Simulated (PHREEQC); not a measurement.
Solution (20 °C): 9.6e-05 mol/kgw CaSO4, 0.0083 mol/kgw NaF and 0.00054 mol/kgw KCl. Closed to the air; pH follows from the charge balance.

Equilibrium calculation in PHREEQC: ion-association model, phreeqc.dat.

### Question
The ionic strength comes out as 0.00918 mol/kgw. What activity coefficients do Na+, K+, Cl-, F-, Ca+2 get?

### Answer
Na+ 0.91, K+ 0.90, Cl- 0.91, F- 0.90, Ca+2 0.68.

Precipitation was switched off in this run. Examples of supersaturated solids here: Fluorite. Others may be too. Species that the database lacks are ignored.
